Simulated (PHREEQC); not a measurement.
1 kg of water holding 0.0075 mol MgSO4, 0.006 mol NaCl, 0.6 mol MgCl2 and 0.0037 mol H3BO3 is evaporated at 20 °C; the solids stay in contact with the brine. No CO2 enters from the air. Solids allowed: Bischofite, Bloedite, Brucite, Epsomite, Halite, Hexahydrite, Kieserite, Mirabilite, Thenardite, Borax, Boric_acid,s, NaBO2:4H2O, NaB5O8:5H2O, Teepleite, MgCl2_4H2O. Others were left out.

Computed with PHREEQC (Pitzer model, pitzer.dat).

```tsv
water left (kg)	ionic strength	water activity	Bischofite (mol)	Kieserite (mol)	Halite (mol)	B in solution (mol/kgw)
1	1.84	0.968	0	0	0	0.00370
0.8219	2.23	0.960	0	0	0	0.00450
0.6755	2.72	0.949	0	0	0	0.00548
0.5552	3.31	0.934	0	0	0	0.00666
0.4563	4.02	0.914	0	0	0	0.00811
0.375	4.90	0.887	0	0	0	0.00987
0.3082	5.96	0.849	0	0	0	0.0120
0.2533	7.25	0.798	0	0	0	0.0146
0.2082	8.82	0.729	0	0	0	0.0178
0.1711	10.7	0.638	0	0	0	0.0216
0.1407	13.1	0.524	0	0	0	0.0263
0.1156	15.9	0.390	0	0	0	0.0320
0.07935	17.4	0.319	0.144	0.00542	8.18e-5	0.0466
0.03459	17.4	0.318	0.401	0.00659	0.00341	0.107
```

Bischofite from water left = 0.07935 kg (pH 1.41); Halite from water left = 0.07935 kg (pH 1.41); Kieserite from water left = 0.07935 kg (pH 1.41).

Species that the database lacks are ignored.
